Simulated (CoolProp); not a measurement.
Isobutane along the isotherm 301.85 °C: Z from the reference equation and from simpler models built on Tc = 134.7 °C, pc = 3.629 MPa, ω = 0.184; each cubic takes its own stable root.

Computed with CoolProp (reference Helmholtz-energy equation of state, Bücker 2006).

```json
[
 {"p (MPa)": "0.0574", "phase": "gas", "reference": "0.9984", "van der Waals": "0.9980", "Peng-Robinson": "0.9981"},
 {"p (MPa)": "0.102", "phase": "gas", "reference": "0.9971", "van der Waals": "0.9965", "Peng-Robinson": "0.9966"},
 {"p (MPa)": "0.181", "phase": "gas", "reference": "0.9948", "van der Waals": "0.9938", "Peng-Robinson": "0.9939"},
 {"p (MPa)": "0.323", "phase": "gas", "reference": "0.9908", "van der Waals": "0.9889", "Peng-Robinson": "0.9892"},
 {"p (MPa)": "0.574", "phase": "gas", "reference": "0.9836", "van der Waals": "0.9803", "Peng-Robinson": "0.9809"},
 {"p (MPa)": "1.02", "phase": "gas", "reference": "(withheld)", "van der Waals": "0.9647", "Peng-Robinson": "0.9663"},
 {"p (MPa)": "1.81", "phase": "gas", "reference": "0.9488", "van der Waals": "(withheld)", "Peng-Robinson": "0.9412"},
 {"p (MPa)": "3.23", "phase": "gas", "reference": "0.9101", "van der Waals": "0.8844", "Peng-Robinson": "(withheld)"},
 {"p (MPa)": "5.74", "phase": "supercritical", "reference": "0.8473", "van der Waals": "(withheld)", "Peng-Robinson": "(withheld)"},
 {"p (MPa)": "10.2", "phase": "supercritical", "reference": "0.7746", "van der Waals": "0.7006", "Peng-Robinson": "(withheld)"},
 {"p (MPa)": "18.1", "phase": "supercritical", "reference": "0.8130", "van der Waals": "0.8450", "Peng-Robinson": "0.8144"}
]
```

Question: What belongs in the gaps?

Answer: 
- 1.02, reference: 0.9710
- 1.81, van der Waals: 0.9365
- 3.23, Peng-Robinson: 0.8989
- 5.74, van der Waals: 0.7912
- 5.74, Peng-Robinson: 0.8363
- 10.2, Peng-Robinson: 0.7771
